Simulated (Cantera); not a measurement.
A perfectly stirred reactor is fed with CH2O : O2 : N2 = 0.01 : 0.017 : 1 (molar parts), equivalence ratio 0.59, at 10.0 bar; it is held at 1550 K, and followed from long to short residence time.

Detailed kinetics in Cantera: GRI-Mech 3.0 (53 species, 325 reactions).

Q: What does this change do: temperature 1550 to 1450 K?

A: 
| quantity | before | after |
|---|---|---|
| x(CH2O) at τ = 11.0 s | 3.60e-8 | 6.06e-8 |
| x(O2) at τ = 11.0 s | 0.00681 | 0.00682 |
| x(O) at τ = 11.0 s | 4.74e-7 | 2.57e-7 |
| x(H2) at τ = 11.0 s | 3.70e-7 | 2.59e-7 |
| x(CH2CO) at τ = 11.0 s | <1e-12 | <1e-12 |
| x(CH2O) at τ = 0.230 s | 6.19e-7 | 1.04e-6 |
| x(O2) at τ = 0.230 s | 0.00683 | 0.00685 |
| x(O) at τ = 0.230 s | 3.70e-6 | 2.28e-6 |
| x(H2) at τ = 0.230 s | 3.45e-6 | 3.10e-6 |
| x(CH2CO) at τ = 0.230 s | <1e-12 | <1e-12 |

Q: What does this change do: 0.0065 parts H2O added?

A: 
```csv
quantity,before,after
x(CH2O) at τ = 11.0 s,3.60e-8,3.09e-8
x(O2) at τ = 11.0 s,0.00681,0.00677
x(O) at τ = 11.0 s,4.74e-7,3.90e-7
x(H2) at τ = 11.0 s,3.70e-7,5.06e-7
x(CH2CO) at τ = 11.0 s,<1e-12,<1e-12
x(CH2O) at τ = 0.230 s,6.19e-7,5.53e-7
x(O2) at τ = 0.230 s,0.00683,0.00678
x(O) at τ = 0.230 s,3.70e-6,2.85e-6
x(H2) at τ = 0.230 s,3.45e-6,4.56e-6
x(CH2CO) at τ = 0.230 s,<1e-12,<1e-12
```
